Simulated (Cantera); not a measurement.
A closed system holds: 1 mol TEOS, 0.21 mol NO, 34 mol N₂, at 2025 K and 2.30 mbar.

Method: chemical equilibrium by Gibbs-energy minimisation in Cantera with the NASA 1993 tables (ideal gas, pure condensed phases). Candidate condensed phases: C, C₆H₆, C₇H₈, C₈H₁₈, H₂O, Si, SiC, SiO₂, Si₂N₂O, Si₃N₄; 151 gas species. The feed counts by its element totals alone. The tables' values for SiN are old estimates; treat these amounts as uncertain. Equilibrium is a limit: real reactors are often held back by kinetics, nucleation or transport.

What is the equilibrium state?


```json
{
  "x(N₂)": "0.695",
  "x(H₂)": "0.193",
  "x(CO)": "0.0854",
  "x(H)": "0.0176",
  "x(HCN)": "0.00595",
  "x(Si)": "0.00152",
  "x(SiO)": "0.000842",
  "x(HNC)": "0.000353",
  "x(C₂H₂ (acetylene))": "0.000174",
  "n(C(graphite))": "2.62 mol",
  "n(SiC(s))": "0.875 mol",
  "gas_amount": "48.83 mol",
  "log10 activity of Si(l) (absent)": "-1.22"
}
```
